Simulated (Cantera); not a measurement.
Standard-state values (1 bar) from the NASA 1993 polynomials, evaluated with Cantera. Values are per mole of reaction as written; species without (g) are pure solids or liquids, kept so even where they would boil at 1 bar.

Question: Between 300 and 1950 K, where is each reaction favourable under standard conditions?
- 2 Ti4O7 + 7 C ⇌ 7 CO2(g) + 8 Ti

Answer: 
- 2 Ti4O7 + 7 C ⇌ 7 CO2(g) + 8 Ti: ΔG° is 3663 kJ at 300 K and 1656 kJ at 1950 K; it stays positive (K < 1). ΔH° is 4045 kJ and ΔS° 1225 J/K at 1950 K.
